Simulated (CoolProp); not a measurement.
Saturation properties of R236EA.

Values from CoolProp's reference Helmholtz-energy equation of state, Rui 2013.

| T (°C) | p (MPa) | vapour density (kg/m³) | liquid conductivity (mW/(m K)) |
|---|---|---|---|
| -18.45 | 0.03297 | 2.414 | 96.8 |
| -15.55 | 0.03815 | 2.769 | 95.5 |
| -12.65 | 0.04397 | 3.163 | 94.3 |
| -9.75 | 0.05049 | 3.602 | 93.1 |
| -6.85 | 0.05776 | 4.087 | 91.9 |
| -3.95 | 0.06584 | 4.622 | 90.7 |
| -1.05 | 0.07479 | 5.211 | 89.6 |
| 1.85 | 0.08469 | 5.858 | 88.4 |
| 4.75 | 0.09559 | 6.567 | 87.3 |
| 7.65 | 0.1076 | 7.342 | 86.2 |
| 10.55 | 0.1207 | 8.188 | 85.1 |

It boils at 6.2 °C under 1 atm.

Thermal conductivity comes from a separate model (Huber 2003), an estimate that may be off by 10 % or more.
